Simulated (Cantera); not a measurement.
An isothermal, constant-pressure homogeneous reactor starts with C₂H₆ : N₂ = 1 : 2.8 (molar parts), at 1748 K and 0.0240 bar. Integrator tolerance rtol = 1e-08.

Cantera simulation using GRI-Mech 3.0 (53 species, 325 reactions); the numbers are that mechanism's predictions, not measurements. GRI-Mech 3.0 stops at C3 and has no aromatics, soot or wall deposition, so with more carbon than oxygen in the feed, carbon stays in small species such as C2H2 where larger ones or solid carbon would form. Radical loss at walls, strong at low pressure, is not modelled.

### Question
What does this change do: pressure from 0.0240 bar to 0.00290 bar?

### Answer
```json
[
 {"quantity": "x(C₂H₆) at 200 s", "before": "6.70e-10 (gas-phase equilibrium 4.27e-10)", "after": "8.10e-12 (gas-phase equilibrium 6.20e-12)"},
 {"quantity": "x(H) at 200 s", "before": "0.000871 (gas-phase equilibrium 0.000871)", "after": "0.00250 (gas-phase equilibrium 0.00250)"},
 {"quantity": "x(CH₂) at 200 s", "before": "2.39e-8 (gas-phase equilibrium 1.92e-8)", "after": "2.09e-8 (gas-phase equilibrium 1.91e-8)"},
 {"quantity": "x(C₂H₄) at 200 s", "before": "4.78e-5 (gas-phase equilibrium 3.02e-5)", "after": "5.76e-6 (gas-phase equilibrium 3.64e-6)"},
 {"quantity": "x(H₂) at 200 s", "before": "0.344 (gas-phase equilibrium 0.344)", "after": "0.343 (gas-phase equilibrium 0.343)"},
 {"quantity": "x(HCN) at 200 s", "before": "6.51e-5 (gas-phase equilibrium 0.127)", "after": "5.82e-5 (gas-phase equilibrium 0.127)"},
 {"quantity": "x(CH₃) at 200 s", "before": "8.77e-6 (gas-phase equilibrium 7.02e-6)", "after": "2.66e-6 (gas-phase equilibrium 2.43e-6)"}
]
```

### Question
What does this change do: pressure from 0.0240 bar to 0.310 bar?

### Answer
```json
[
 {"quantity": "x(C₂H₆) at 200 s", "before": "6.70e-10 (gas-phase equilibrium 4.27e-10)", "after": "1.11e-7 (gas-phase equilibrium 7.02e-8)"},
 {"quantity": "x(H) at 200 s", "before": "0.000871 (gas-phase equilibrium 0.000871)", "after": "0.000242 (gas-phase equilibrium 0.000242)"},
 {"quantity": "x(CH₂) at 200 s", "before": "2.39e-8 (gas-phase equilibrium 1.92e-8)", "after": "2.40e-8 (gas-phase equilibrium 1.91e-8)"},
 {"quantity": "x(C₂H₄) at 200 s", "before": "4.78e-5 (gas-phase equilibrium 3.02e-5)", "after": "0.000610 (gas-phase equilibrium 0.000386)"},
 {"quantity": "x(H₂) at 200 s", "before": "0.344 (gas-phase equilibrium 0.344)", "after": "0.342 (gas-phase equilibrium 0.342)"},
 {"quantity": "x(HCN) at 200 s", "before": "6.51e-5 (gas-phase equilibrium 0.127)", "after": "0.000183 (gas-phase equilibrium 0.127)"},
 {"quantity": "x(CH₃) at 200 s", "before": "8.77e-6 (gas-phase equilibrium 7.02e-6)", "after": "3.14e-5 (gas-phase equilibrium 2.50e-5)"}
]
```
